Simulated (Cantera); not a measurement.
Input: 1 mol Si3N4, 0.0058 mol O2, 10 mol H2, equilibrated at 1748.15 K and 6.10e-5 bar.

These are equilibrium values from Cantera (NASA tables, ideal gas, pure condensed phases), not measurements of a reactor. Candidate condensed phases: H2O, Si, SiO2, Si2N2O, Si3N4; 35 gas species. The tables' values for SiN are old estimates; treat these amounts as uncertain. Gases not in the tables: Si2H6 and higher silanes. Rates play no part.

Base state: H2 0.788, N2 0.160, H 0.0260, Si 0.0239, SiO 0.000930, SiH 0.000221, Si2 0.000123, Si2N 6.61e-5 (mole fractions); condensed: Si(l).

Question: What changes in the equilibrium state with this change: temperature from 1748.15 K to 1048.15 K?

Answer: 
| species | before | after |
|---|---|---|
| H2 | 0.788 | 1.000 |
| N2 | 0.160 | 0.000387 |
| H | 0.0260 | 9.93e-7 |
| Si | 0.0239 | <1e-9 |
| SiO | 0.000930 | <1e-9 |
| SiH | 0.000221 | <1e-9 |
| Si(l), mol | 2.68 | 0 |
| Si2N2O(s), mol | 0 | 0.0116 |
| Si3N4(s), mol | 0 | 0.992 |
Mutual solubility and eutectic melting of coexisting phases are not modelled.
